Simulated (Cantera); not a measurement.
Feed: 1 mol CCl4, 0.022 mol CH4, at 10.0 Torr.

Cantera equilibrium calculation (NASA polynomials, part measured and part estimated; ideal gas, pure solids and liquids). Candidate condensed phases: C, C6H6, C7H8, C8H18; 91 gas species. The tables' values for CCl are old estimates; treat these amounts as uncertain. Rates play no part.

x: gas mole fraction; n: condensed amount in mol.

```
T (K)   x Cl        x C3         x C       x HCl         x H        x C2  n C(graphite)
-----  -----  ----------  ----------  ----------  ----------  ----------  -------------
2473   0.977     2.44e-5     8.58e-6      0.0214    0.000579     2.23e-6           1.02
2548   0.977  (withheld)  (withheld)      0.0209  (withheld)  (withheld)           1.02
2623   0.977    0.000230     6.25e-5      0.0200     0.00190     2.17e-5           1.02
2698   0.977    0.000643    0.000155      0.0187     0.00317     6.15e-5           1.01
2773   0.976     0.00169    0.000367      0.0168     0.00493    0.000164          0.998
2848   0.973     0.00423    0.000828      0.0144     0.00713    0.000417          0.962
2923   0.965  (withheld)  (withheld)  (withheld)  (withheld)  (withheld)     (withheld)
2998   0.949      0.0229     0.00373     0.00894      0.0118     0.00233          0.689
3073   0.916      0.0500     0.00749     0.00634      0.0136     0.00515          0.264
3148   0.894      0.0644      0.0124     0.00446      0.0150     0.00793              0
3223   0.890      0.0614      0.0181     0.00319      0.0162     0.00986              0
3298   0.884      0.0574      0.0258     0.00227      0.0170      0.0120              0
```

### Question
Fill in the missing entries.

### Answer

- 2923, x C3: 0.0101
- 2923, x C: 0.00179
- 2923, x HCl: 0.0117
- 2923, x H: 0.00955
- 2923, x C2: 0.00101
- 2923, n C(graphite): 0.878
- 2548, x C3: 7.75e-5
- 2548, x C: 2.38e-5
- 2548, x H: 0.00108
- 2548, x C2: 7.21e-6
